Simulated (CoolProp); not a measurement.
R134a at 374.12 K and 6.35 MPa is throttled through a valve to 0.497 MPa with no heat exchange. Each further row changes one setting.

Computed with CoolProp (reference Helmholtz-energy equation of state, Tillner-Roth 1994).

```json
[
 {"case": "as stated", "temperature change (K)": "-85.4", "final phase": "two-phase, vapour fraction 0.713", "final density (kg/m³)": "33.6"},
 {"case": "outlet pressure 0.149 MPa", "temperature change (K)": "-118.3", "final phase": "two-phase, vapour fraction 0.838", "final density (kg/m³)": "9.02"},
 {"case": "outlet pressure 0.646 MPa", "temperature change (K)": "-77.0", "final phase": "two-phase, vapour fraction 0.676", "final density (kg/m³)": "45.9"}
]
```
